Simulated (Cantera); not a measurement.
Feed: 1 mol c-C₄F₈, 8.1 mol H₂, 0.033 mol HCl, equilibrated at 2898 K and 490 Pa.

Cantera equilibrium calculation (NASA polynomials, part measured and part estimated; ideal gas, pure solids and liquids). The feed counts by its element totals alone. Equilibrium is a limit: real reactors are often held back by kinetics, nucleation or transport.

| species | before | after |
|---|---|---|
| H | 0.403 | 0.486 |
| HF | 0.484 | 0.378 |
| H₂ | 0.0610 | 0.0887 |
| F | 0.0163 | 0.0106 |
| C₃ | 0.0206 | 0.0206 |
| CF₂ | 1.33e-5 | 5.57e-6 |
| CF | 0.00152 | 0.000982 |
| C₂H₂ (acetylene) | 0.00279 | 0.00406 |
| C₄H₂ | 5.33e-5 | 7.75e-5 |
| C₂H₂ (vinylidene) | 6.90e-6 | 1.00e-5 |
| C₂HF | 1.17e-5 | 9.13e-6 |
| C(graphite), mol | 2.66 | 0.652 |
Gas species are given as mole fractions.

Task: Which change was made?
(A) H₂ from 8.1 to 1.6 mol
(B) c-C₄F₈ replaced by C₂F₆
(C) c-C₄F₈ replaced by CH₃F
(D) temperature from 2898 K to 1048 K

Result: B, c-C₄F₈ replaced by C₂F₆
